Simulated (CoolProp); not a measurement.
The numbers come from the reference Helmholtz-energy equation of state, Beckmüller 2019 in CoolProp.

### Question
Give the vapour pressure (MPa), liquid cp (kJ/(kg K)), liquid conductivity (mW/(m K)) of saturated n-octane at 469.2 K.

### Answer
```json
[
 {"T (K)": "469.2", "p (MPa)": "0.512", "liquid cp (kJ/(kg K))": "3.02", "liquid conductivity (mW/(m K))": "79.9"}
]
```

Thermal conductivity comes from a separate model (Huber 2005).
